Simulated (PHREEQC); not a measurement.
A column of 0.2 m (30 cells, dispersivity 0.016 m, 720 s a shift, diffusion coefficient 3e-10 m²/s) holds 0.23 eq of the database's cation exchanger X per kg of pore water, first in equilibrium with 48 mmol/kgw NaCl and 0.01 mmol/kgw HCl. It is flushed with 0.00041 mol CaCl2, 0.015 mol (NH4)2SO4, 0.085 mol MgCl2 and 1e-05 mol HCl per kg of water, at 40 °C. Values are for the last cell. No CO2 enters from the air. No solid was allowed to form.

Base run: PHREEQC, ion-association model, phreeqc.dat. Each further column changes one thing. The table gives NH4 in solution (mol/kgw).

```
pore volumes      base  exchange capacity from 0.23 to 0.12 eq/kgw  dispersivity from 0.016 to 0.032 m
------------  --------  ------------------------------------------  ----------------------------------
0                    0                                           0                                   0
0.6833        6.31e-14                                     4.79e-9                          (withheld)
1.517         0.000547                                  (withheld)                             0.00372
2.183           0.0165                                      0.0255                          (withheld)
2.85            0.0248                                      0.0288                              0.0238
3.517           0.0279                                      0.0297                              0.0269
4.35            0.0293                                  (withheld)                          (withheld)
5.017           0.0297                                      0.0300                              0.0293
```

Task: What belongs in the gaps?

Result: 
- 0.6833, dispersivity from 0.016 to 0.032 m: 2.20e-9
- 1.517, exchange capacity from 0.23 to 0.12 eq/kgw: 0.0143
- 2.183, dispersivity from 0.016 to 0.032 m: 0.0173
- 4.35, exchange capacity from 0.23 to 0.12 eq/kgw: 0.0299
- 4.35, dispersivity from 0.016 to 0.032 m: 0.0286

Constants without temperature data keep their 25 °C values here.
